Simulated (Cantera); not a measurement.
## Transport properties of process gases

Gas mixture: CO₂ : CO : N₂ = 0.28 : 0.72 : 0.082 (molar parts), at 1.90 bar, frozen composition.

Cantera's kinetic-theory transport with the Lennard-Jones parameters of GRI-Mech 3.0, ideal gas; thermal conductivity in the mixture-averaged form.

```json
[
 {"T (K)": "400", "ρ (kg/m³)": "1.84", "cp (J/kg/K)": "1009", "μ (µPa s)": "21.3", "λ (mW/m/K)": "30.0", "Pr": "0.718", "D (cm²/s) CH₄": "0.185", "D (cm²/s) H": "1.02", "D (cm²/s) CO₂": "0.141"},
 {"T (K)": "650", "ρ (kg/m³)": "1.13", "cp (J/kg/K)": "1099", "μ (µPa s)": "30.5", "λ (mW/m/K)": "46.6", "Pr": "0.719", "D (cm²/s) CH₄": "0.431", "D (cm²/s) H": "2.38", "D (cm²/s) CO₂": "0.331"},
 {"T (K)": "900", "ρ (kg/m³)": "0.816", "cp (J/kg/K)": "1177", "μ (µPa s)": "38.2", "λ (mW/m/K)": "62.2", "Pr": "0.724", "D (cm²/s) CH₄": "0.748", "D (cm²/s) H": "4.14", "D (cm²/s) CO₂": "0.576"},
 {"T (K)": "1150", "ρ (kg/m³)": "0.639", "cp (J/kg/K)": "1231", "μ (µPa s)": "45.1", "λ (mW/m/K)": "76.5", "Pr": "0.725", "D (cm²/s) CH₄": "1.13", "D (cm²/s) H": "6.25", "D (cm²/s) CO₂": "0.871"},
 {"T (K)": "1400", "ρ (kg/m³)": "0.525", "cp (J/kg/K)": "1269", "μ (µPa s)": "51.4", "λ (mW/m/K)": "89.9", "Pr": "0.725", "D (cm²/s) CH₄": "1.57", "D (cm²/s) H": "8.68", "D (cm²/s) CO₂": "1.21"},
 {"T (K)": "1650", "ρ (kg/m³)": "0.445", "cp (J/kg/K)": "1296", "μ (µPa s)": "57.2", "λ (mW/m/K)": "102", "Pr": "0.724", "D (cm²/s) CH₄": "2.06", "D (cm²/s) H": "11.4", "D (cm²/s) CO₂": "1.59"},
 {"T (K)": "1900", "ρ (kg/m³)": "0.387", "cp (J/kg/K)": "1315", "μ (µPa s)": "62.7", "λ (mW/m/K)": "114", "Pr": "0.723", "D (cm²/s) CH₄": "2.61", "D (cm²/s) H": "14.4", "D (cm²/s) CO₂": "2.01"}
]
```
D: mixture-averaged diffusion coefficient of that species in the mixture.
